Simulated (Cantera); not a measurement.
Mixture: H2 : O2 : N2 = 1 : 1.22 : 4.59 (molar parts), equivalence ratio 0.41, at 270 Torr, adiabatic and at constant volume. Ignition delay is the time to a rise of 400 K.

Detailed kinetics in Cantera: GRI-Mech 3.0 (53 species, 325 reactions). Where the delays flatten at high temperature, the 400 K rule measures the pace of heat release, not the induction time.

**Question.** What does this change do: pressure from 270 Torr to 750 Torr?

**Answer.** 
```
quantity           before    after
---------------  --------  -------
delay at 1300 K  0.118 ms  33.8 µs
delay at 1400 K  0.106 ms  26.0 µs
delay at 1500 K  0.107 ms  22.5 µs
delay at 1600 K  0.117 ms  21.5 µs
delay at 1700 K  0.133 ms  22.2 µs
```
